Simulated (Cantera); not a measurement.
## Thermodynamics of hydrogen reduction and annealing atmospheres, feed ZrO2 + H2 + N2

Charge: 1 mol ZrO2, a varied amount of H2, 1.8 mol N2, at 1273.15 K and 13.3 mbar.

Method: chemical equilibrium by Gibbs-energy minimisation in Cantera with the NASA 1993 tables (ideal gas, pure condensed phases). Candidate condensed phases: H2O, Zr, ZrN, ZrO2; 28 gas species. Mutual solubility and eutectic melting of coexisting phases are not modelled. ZrN: taken at fixed stoichiometry. Condensed phases not in the tables: solid solutions among these carbides, nitrides and lower oxides. Kinetics and transport are ignored.

From 14 mol H2 to 280 mol H2 the condensed part is ZrO2(monoclinic). From 430 mol H2 to 2400 mol H2 the condensed part is ZrN(s) + ZrO2(monoclinic).

| n(H2) (mol) | x H2 | x N2 | x H | x H2O | x NH3 | n ZrO2(monoclinic) | n ZrN(s) |
|---|---|---|---|---|---|---|---|
| 14 | 0.886 | 0.114 | 5.83e-6 | 9.64e-7 | 5.19e-7 | 1.000 | 0 |
| 21 | 0.921 | 0.0789 | 5.94e-6 | 9.15e-7 | 4.58e-7 | 1.000 | 0 |
| 32 | 0.947 | 0.0533 | 6.02e-6 | 8.52e-7 | 3.92e-7 | 1.000 | 0 |
| 50 | 0.965 | 0.0347 | 6.08e-6 | 7.81e-7 | 3.26e-7 | 1.000 | 0 |
| 76 | 0.977 | 0.0231 | 6.12e-6 | 7.14e-7 | 2.71e-7 | 1.000 | 0 |
| 120 | 0.985 | 0.0148 | 6.15e-6 | 6.44e-7 | 2.19e-7 | 1.000 | 0 |
| 180 | 0.990 | 0.00990 | 6.16e-6 | 5.85e-7 | 1.81e-7 | 1.000 | 0 |
| 280 | 0.994 | 0.00639 | 6.17e-6 | 5.26e-7 | 1.46e-7 | 1.000 | 0 |
| 430 | 0.996 | 0.00417 | 6.18e-6 | 4.74e-7 | 1.18e-7 | 1.000 | 0.000102 |
| 660 | 0.997 | 0.00272 | 6.18e-6 | 4.27e-7 | 9.58e-8 | 1.000 | 0.000141 |
| 1000 | 0.998 | 0.00180 | 6.19e-6 | 3.85e-7 | 7.80e-8 | 1.000 | 0.000193 |
| 1600 | 0.999 | 0.00112 | 6.19e-6 | 3.43e-7 | 6.18e-8 | 1.000 | 0.000274 |
| 2400 | 0.999 | 0.000749 | 6.19e-6 | 3.10e-7 | 5.05e-8 | 1.000 | 0.000372 |
x: gas mole fraction; n: condensed amount in mol.
